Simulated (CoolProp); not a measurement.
Values from CoolProp's reference Helmholtz-energy equation of state, Jacobsen 1992.

Problem. For R11, give the phase and the density (kg/m³), cp (kJ/(kg K)), cv (kJ/(kg K)), speed of sound (m/s) at 381.1 K and 30.5 bar; 436 K and 30.5 bar.

Solution. 
- 381.1 K and 30.5 bar: liquid; density 1270, cp 0.989, cv 0.631, speed of sound 487
- 436 K and 30.5 bar: liquid; density 1040, cp 1.25, cv 0.668, speed of sound 278
